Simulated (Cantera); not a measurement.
An isothermal, constant-pressure homogeneous reactor starts with C₂H₆ : N₂ = 1 : 76 (molar parts), at 1173 K and 0.540 Torr. Integrator tolerance rtol = 1e-08.

Cantera simulation using GRI-Mech 3.0 (53 species, 325 reactions); the numbers are that mechanism's predictions, not measurements. GRI-Mech 3.0 stops at C3 and has no aromatics, soot or wall deposition, so with more carbon than oxygen in the feed, carbon stays in small species such as C2H2 where larger ones or solid carbon would form. Radical loss at walls, strong at low pressure, is not modelled.

Problem. What does this change do: C2H6 1 to 1.4 parts?

Solution. 
```
quantity                                             before                                     after
-----------------  ----------------------------------------  ----------------------------------------
x(C₂H₆) at 2.00 s  0.00989 (gas-phase equilibrium 4.15e-12)   0.0131 (gas-phase equilibrium 1.32e-11)
x(CH₃) at 2.00 s   0.000234 (gas-phase equilibrium 6.68e-9)  0.000289 (gas-phase equilibrium 1.19e-8)
x(H) at 2.00 s      8.17e-6 (gas-phase equilibrium 7.03e-7)   9.31e-6 (gas-phase equilibrium 8.26e-7)
x(HCN) at 2.00 s     6.06e-9 (gas-phase equilibrium 0.0189)    5.17e-9 (gas-phase equilibrium 0.0242)
x(CH₄) at 2.00 s   0.000456 (gas-phase equilibrium 1.27e-5)  0.000834 (gas-phase equilibrium 2.66e-5)
x(C₂H₂) at 2.00 s   5.75e-5 (gas-phase equilibrium 0.00320)  0.000110 (gas-phase equilibrium 0.00534)
```

Problem. What does this change do: N2 76 to 310 parts?

Solution. 
| quantity | before | after |
|---|---|---|
| x(C₂H₆) at 2.00 s | 0.00989 (gas-phase equilibrium 4.15e-12) | 0.00283 (gas-phase equilibrium <1e-12) |
| x(CH₃) at 2.00 s | 0.000234 (gas-phase equilibrium 6.68e-9) | 7.67e-5 (gas-phase equilibrium 5.09e-10) |
| x(H) at 2.00 s | 8.17e-6 (gas-phase equilibrium 7.03e-7) | 4.26e-6 (gas-phase equilibrium 3.54e-7) |
| x(HCN) at 2.00 s | 6.06e-9 (gas-phase equilibrium 0.0189) | 8.25e-9 (gas-phase equilibrium 0.00581) |
| x(CH₄) at 2.00 s | 0.000456 (gas-phase equilibrium 1.27e-5) | 3.12e-5 (gas-phase equilibrium 4.87e-7) |
| x(C₂H₂) at 2.00 s | 5.75e-5 (gas-phase equilibrium 0.00320) | 2.85e-6 (gas-phase equilibrium 0.000291) |

Problem. What does this change do: pressure from 0.540 Torr to 0.158 Torr?

Solution. 
```tsv
quantity	before	after
x(C₂H₆) at 2.00 s	0.00989 (gas-phase equilibrium 4.15e-12)	0.0125 (gas-phase equilibrium <1e-12)
x(CH₃) at 2.00 s	0.000234 (gas-phase equilibrium 6.68e-9)	0.000116 (gas-phase equilibrium 3.61e-9)
x(H) at 2.00 s	8.17e-6 (gas-phase equilibrium 7.03e-7)	4.37e-6 (gas-phase equilibrium 1.30e-6)
x(HCN) at 2.00 s	6.06e-9 (gas-phase equilibrium 0.0189)	1.11e-9 (gas-phase equilibrium 0.0189)
x(CH₄) at 2.00 s	0.000456 (gas-phase equilibrium 1.27e-5)	5.09e-5 (gas-phase equilibrium 3.71e-6)
x(C₂H₂) at 2.00 s	5.75e-5 (gas-phase equilibrium 0.00320)	1.03e-6 (gas-phase equilibrium 0.00320)
```
